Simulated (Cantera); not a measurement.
# Ammonia decomposition in nitride growth gas

An isothermal, constant-pressure homogeneous reactor starts with 5.56 % NH3, 94.4 % H2, at 1975 K and 0.0434 atm.

Detailed kinetics in Cantera: the gas-phase N/H chemistry of the illustrative SiF4/NH3 mechanism in the Surface Chemkin manual (1991). Walls and surfaces, which speed up NH3 decomposition in real reactors, are not modelled.

| t (s) | x NH3 | x H2 | x NH2 | x N2 | x N |
|---|---|---|---|---|---|
| 4.00e-5 | 0.0556 | 0.944 | 2.96e-7 | <1e-12 | <1e-12 |
| 0.000194 | 0.0556 | 0.944 | 1.30e-6 | 4.52e-12 | <1e-12 |
| 0.000943 | 0.0555 | 0.944 | 6.16e-6 | 1.35e-9 | 3.48e-11 |
| 0.00458 | 0.0555 | 0.944 | 2.97e-5 | 2.65e-7 | 4.00e-9 |
| 0.0222 | 0.0553 | 0.944 | 0.000129 | 6.27e-5 | 3.26e-7 |
| 0.108 | 0.0514 | 0.945 | 0.000171 | 0.00188 | 8.71e-7 |
| 0.524 | 0.0351 | 0.954 | 0.000133 | 0.00960 | 8.86e-7 |
| 2.54 | 0.00451 | 0.969 | 3.64e-5 | 0.0241 | 1.13e-6 |
| 12.4 | 2.38e-5 | 0.967 | 4.58e-7 | 0.0262 | 8.09e-8 |
| 60.0 | 3.46e-6 | 0.967 | 6.66e-8 | 0.0262 | 1.18e-8 |
x: mole fraction; the columns are a selection and need not sum to one.

Equilibrium at this temperature and pressure: NH3 1.42e-7, H2 0.967, NH2 2.72e-9, N2 0.0262, N 4.81e-10 (gas phase only).
